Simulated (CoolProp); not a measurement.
Vapour-liquid equilibrium of n-butane (1) + R245fa (2) at 1.12 MPa; x and y are mole fractions of (1).

The numbers come from the multi-fluid Helmholtz-energy mixture model, Bücker 2006 and Akasaka 2015; pair parameters Bell 2016 in CoolProp.

```json
[
 {"x": "0.05", "bubble temperature, mixture model (K)": "362.8", "bubble temperature, Raoult's law (K)": "367.3", "y, mixture model": "0.127", "y, Raoult's law": "0.061"},
 {"x": "0.2", "bubble temperature, mixture model (K)": "353.2", "bubble temperature, Raoult's law (K)": "365.8", "y, mixture model": "0.367", "y, Raoult's law": "0.235"},
 {"x": "0.35", "bubble temperature, mixture model (K)": "348.9", "bubble temperature, Raoult's law (K)": "364.3", "y, mixture model": "0.487", "y, Raoult's law": "0.400"},
 {"x": "0.5", "bubble temperature, mixture model (K)": "347.2", "bubble temperature, Raoult's law (K)": "362.8", "y, mixture model": "0.562", "y, Raoult's law": "0.554"},
 {"x": "0.65", "bubble temperature, mixture model (K)": "346.9", "bubble temperature, Raoult's law (K)": "361.4", "y, mixture model": "0.628", "y, Raoult's law": "0.699"},
 {"x": "0.8", "bubble temperature, mixture model (K)": "348.3", "bubble temperature, Raoult's law (K)": "359.9", "y, mixture model": "0.717", "y, Raoult's law": "0.834"},
 {"x": "0.95", "bubble temperature, mixture model (K)": "353.9", "bubble temperature, Raoult's law (K)": "358.4", "y, mixture model": "0.894", "y, Raoult's law": "0.960"}
]
```

The largest gap from Raoult's law is -15.6 K in bubble temperature, at x = 0.5. y crosses x between x = 0.5 and 0.65: the model has an azeotrope there.

The pair parameters rest on a limited set of measurements; away from them the model extrapolates.
